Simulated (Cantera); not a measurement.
Input: 1 mol Fe₃O₄, 5.6 mol C, 12 mol H₂, held at 0.133 bar.

Equilibrium computed with Cantera from the NASA thermochemical tables; the gas is ideal and each condensed phase is pure. Candidate condensed phases: C, C₆H₆, C₇H₈, C₈H₁₈, Fe, Fe(CO)₅, FeO, Fe(OH)₂, Fe(OH)₃, Fe₂O₃, Fe₃O₄, H₂O; 114 gas species. Iron dissolves carbon and melts from about 1420 K in contact with it, which pure phases cannot show. Condensed phases not in the tables: cementite and carbon dissolved in iron. The numbers say what is thermodynamically allowed, not how fast it happens.

x: gas mole fraction; n: condensed amount in mol.

```
T (°C)   x H₂   x CO      x Fe       x H  x C₂H₂ (acetylene)  n C(graphite)  n Fe(γ)  n Fe(δ)     n Fe(l)
------  -----  -----  --------  --------  ------------------  -------------  -------  -------  ----------
1202    0.750  0.250   6.55e-7   3.08e-5             5.00e-6           1.60     3.00        0           0
1277    0.750  0.250   3.14e-6   7.47e-5             1.20e-5           1.60     3.00        0           0
1352    0.750  0.250   1.30e-5  0.000167             2.67e-5           1.60     3.00        0           0
1427    0.749  0.250   4.72e-5  0.000349             5.50e-5           1.60        0     3.00           0
1502    0.749  0.250  0.000153  0.000686            0.000107           1.60        0     3.00           0
1577    0.748  0.250  0.000439   0.00128            0.000196           1.59        0        0        2.99
1652    0.747  0.249   0.00114   0.00226            0.000342           1.59        0        0        2.98
1727    0.744  0.249   0.00274   0.00384            0.000572           1.58        0        0        2.96
1802    0.739  0.248   0.00615   0.00627            0.000917           1.57        0        0        2.90
1877    0.730  0.246    0.0130   0.00987             0.00141           1.55        0        0        2.79
1952    0.715  0.242    0.0261    0.0150             0.00210           1.53        0        0  (withheld)
2027    0.690  0.235    0.0499    0.0220             0.00298           1.50        0        0  (withheld)
2102    0.650  0.223    0.0913    0.0311             0.00404           1.45        0        0  (withheld)
```

Problem. Fill in the missing entries.

Solution. 
- 1952, n Fe(l): 2.57
- 2027, n Fe(l): 2.15
- 2102, n Fe(l): 1.36
